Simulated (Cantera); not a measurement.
Feed: 1 mol SiC, 3.8 mol H₂, at 35.0 Pa.

These are equilibrium values from Cantera (NASA tables, ideal gas, pure condensed phases), not measurements of a reactor. Candidate condensed phases: C, C₆H₆, C₇H₈, C₈H₁₈, Si, SiC; 87 gas species. Rates play no part.

Problem. At 2250 °C, list the 4 most abundant gas species with their mole fractions, and the condensed phases.

Solution. H 0.659, H₂ 0.197, Si 0.108, SiC₂ 0.0299. Condensed: C(graphite).
